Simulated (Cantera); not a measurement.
Feed: 1 mol PbO, 5.7 mol H₂, equilibrated at 1123.15 K.

Equilibrium computed with Cantera from the NASA thermochemical tables; the gas is ideal and each condensed phase is pure. Candidate condensed phases: H₂O, Pb, PbO, PbO₂, Pb₃O₄; 12 gas species. Rates play no part.

Task: Which condensed phases are stable at each of these points (P (Pa)): 10, 42, 180, 750, 3200, 13000, 56000, 240000, 1000000?

Result: 
| P (Pa) | condensed phases | Pb condensed (%) |
|---|---|---|
| 10 | gas only | 0.0 |
| 42 | gas only | 0.0 |
| 180 | Pb(l) | 35.4 |
| 750 | Pb(l) | 85.7 |
| 3200 | Pb(l) | 96.7 |
| 13000 | Pb(l) | 99.2 |
| 56000 | Pb(l) | 99.8 |
| 240000 | Pb(l) | 100.0 |
| 1000000 | Pb(l) | 100.0 |

From 0.0750 Torr to 0.315 Torr nothing is condensed. From 1.35 Torr to 7500 Torr the condensed part is Pb(l).
